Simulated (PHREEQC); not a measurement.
Brine: an equilibrium model

Dissolve 1.2 mol NaBr, 0.051 mol Na2B4O7 and 2.1 mol NaCl per kg of water at 20 °C. It is in equilibrium with CO2 at log p = -3.5 (atm). Otherwise closed; pH follows from the charge balance.

All values are PHREEQC results (Pitzer model, pitzer.dat), not measurements.

Each row changes one thing in this solution. Precipitation was switched off in this run.

| case | pH | HCO3- (mol/kgw) | CO3-2 (mol/kgw) | CO2 (mol/kgw) | SI of Halite (NaCl) | SI of Nahcolite (NaHCO3) |
|---|---|---|---|---|---|---|
| as made | 8.60 | 0.00553 | 0.00148 | 7.09e-6 | -0.98 | -1.86 |
| Na2B4O7 from 0.051 to 0.0051 mol/kgw | 8.33 | 0.00288 | 0.000413 | [?] | -0.99 | -2.14 |
| Na2B4O7 left out | 5.24 | 2.34e-6 | 2.71e-10 | 7.22e-6 | -0.99 | -5.23 |
| diluted 2-fold with water | 8.69 | [?] | 0.000988 | 9.37e-6 | -1.68 | -2.15 |
| NaBr left out | 8.63 | [?] | 0.00102 | 8.70e-6 | -1.27 | -2.10 |
| 1.8 mol/kgw MgBr2 added | [?] | 3.05e-5 | 1.12e-6 | 3.81e-6 | -0.27 | -3.71 |

Question: What belongs in the gaps?

Answer: 
- Na2B4O7 from 0.051 to 0.0051 mol/kgw, CO2 (mol/kgw): 7.20e-6
- diluted 2-fold with water, HCO3- (mol/kgw): 0.00520
- NaBr left out, HCO3- (mol/kgw): 0.00481
- 1.8 mol/kgw MgBr2 added, pH: 6.25

Some of these states are supersaturated (in Magnesite (slow to form), for instance). In brines, pH and single-ion activities rest on the MacInnes convention.
